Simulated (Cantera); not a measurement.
# Adiabatic ignition

An adiabatic, constant-pressure homogeneous reactor starts with 5.94 % CH3OH, 19.8 % O2, 74.3 % N2, at 1648 K and 12800 Torr.

Computed with Cantera and GRI-Mech 3.0 (53 species, 325 reactions). GRI-Mech 3.0 was tuned for natural gas; its chemistry of methanol as a main component is partial and can be far from experiment. The pressure lies above the range GRI-Mech 3.0 was tuned for (to about 10 atm).

```tsv
t (s)	T (K)	x CH3OH	x O2	x CO2	x H2O	x H	x CH2CO	x NO
3.00e-6	1653	0.0557	0.195	4.17e-5	0.00223	4.52e-6	3.07e-9	9.89e-12
8.35e-6	2063	0.000297	0.139	0.00466	0.0826	0.00151	1.23e-6	9.37e-8
2.32e-5	2570	<1e-12	0.104	0.0551	0.110	0.000223	<1e-12	0.000159
6.46e-5	2570	<1e-12	0.104	0.0552	0.110	0.000218	<1e-12	0.000526
0.000180	2569	<1e-12	0.103	0.0553	0.110	0.000216	<1e-12	0.00151
0.000500	2564	<1e-12	0.102	0.0553	0.110	0.000211	<1e-12	0.00397
0.00139	2555	<1e-12	0.0995	0.0554	0.110	0.000200	<1e-12	0.00893
0.00387	2545	<1e-12	0.0969	0.0555	0.111	0.000189	<1e-12	0.0144
0.0108	2542	<1e-12	0.0961	0.0555	0.111	0.000186	<1e-12	0.0159
0.0300	2542	<1e-12	0.0961	0.0555	0.111	0.000186	<1e-12	0.0159
0.0834	2542	<1e-12	0.0961	0.0555	0.111	0.000186	<1e-12	0.0159
0.232	2542	<1e-12	0.0961	0.0555	0.111	0.000186	<1e-12	0.0159
0.646	2542	<1e-12	0.0961	0.0555	0.111	0.000186	<1e-12	0.0159
1.80	2542	<1e-12	0.0961	0.0555	0.111	0.000186	<1e-12	0.0159
5.00	2542	<1e-12	0.0961	0.0555	0.111	0.000186	<1e-12	0.0159
```
x: mole fraction; the columns are a selection and need not sum to one.

- time of steepest temperature rise = 8.31 µs
- temperature at 5.00 s = 2542 K
- equilibrium temperature = 2542 K
- x(CH3OH) at 5.00 s = <1e-12 (gas-phase equilibrium <1e-12)
- x(O2) at 5.00 s = 0.0961 (gas-phase equilibrium 0.0961)
- x(CO2) at 5.00 s = 0.0555 (gas-phase equilibrium 0.0555)
